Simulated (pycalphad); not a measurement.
An equivalent pycalphad script:

```python
from pycalphad import Database, equilibrium, calculate, variables as v
import numpy as np
db = Database('COST507.tdb')
comps = ['SN', 'SI', 'VA']
phases = ['BCT_A5', 'DIAMOND_A4', 'LIQUID']
eq = equilibrium(db, comps, phases, {v.X('SI'): 0.7155, v.T: np.arange(2350, 499, -75), v.P: 101325, v.N: 1}, output=['HM', 'SM'])
```

Source of the numbers: pycalphad with the COST 507 light-alloy database (1999); pressure 1 atm. The data set is of 1999 and partly superseded. Phase fractions are per mole of atoms.

Results at three of the temperatures:

```
T = 2200.00 K, P = 101325 Pa, N = 1 mol of atoms
G = -148175 J/mol, H = 94744 J/mol, S = 110.42 J/(mol K)  (SER reference)
chemical potentials (J/mol): Sn -218537, Si -120198
phase             fraction      x(Sn)      x(Si)
LIQUID              1.0000     0.2845     0.7155
```

```
T = 1450.00 K, P = 101325 Pa, N = 1 mol of atoms
G = -73132 J/mol, H = 34820 J/mol, S = 74.45 J/(mol K)  (SER reference)
chemical potentials (J/mol): Sn -121074, Si -54069
phase             fraction      x(Sn)      x(Si)
DIAMOND_A4          0.6810   3.04e-07     1.0000
LIQUID              0.3190     0.8918     0.1082
```

```
T = 625.00 K, P = 101325 Pa, N = 1 mol of atoms
G = -21208 J/mol, H = 10001 J/mol, S = 49.93 J/(mol K)  (SER reference)
chemical potentials (J/mol): Sn -37523, Si -14721
phase             fraction      x(Sn)      x(Si)
DIAMOND_A4          0.7155   3.22e-07     1.0000
LIQUID              0.2845     1.0000   1.28e-05
```

Changes of the phase set, refined by bisection:

| T (K) | phases above | phases below |
|---|---|---|
| 1636.1 | LIQUID | DIAMOND_A4 + LIQUID |

DIAMOND_A4 is diamond (Si).
